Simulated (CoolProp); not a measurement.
Properties of R113 along the isotherm 374.1 K.

Computed with CoolProp (reference Helmholtz-energy equation of state, Marx 1992).

```tsv
p (MPa)	phase	density (kg/m³)	cv (kJ/(kg K))	Joule-Thomson coefficient (K/MPa)	isothermal compressibility (1/MPa)	expansivity (1/kK)
0.636	liquid	1367	0.7325	?	0.004697	?
1.27	liquid	1371	0.7323	-0.1504	0.004537	2.120
1.91	liquid	1375	0.7322	-0.1624	0.004388	2.077
2.54	liquid	1379	0.7320	-0.1734	0.004252	?
3.18	liquid	1383	0.7320	-0.1839	?	?
3.82	liquid	?	0.7319	-0.1938	0.004004	1.961
4.45	liquid	1390	0.7319	-0.2030	0.003894	1.928
5.09	liquid	?	0.7319	-0.2118	?	1.895
```

**Question.** What belongs in the gaps?

**Answer.** 
- 0.636, Joule-Thomson coefficient (K/MPa): -0.1376
- 0.636, expansivity (1/kK): 2.167
- 2.54, expansivity (1/kK): 2.036
- 3.18, isothermal compressibility (1/MPa): 0.004124
- 3.18, expansivity (1/kK): 1.998
- 3.82, density (kg/m³): 1386
- 5.09, density (kg/m³): 1393
- 5.09, isothermal compressibility (1/MPa): 0.003789
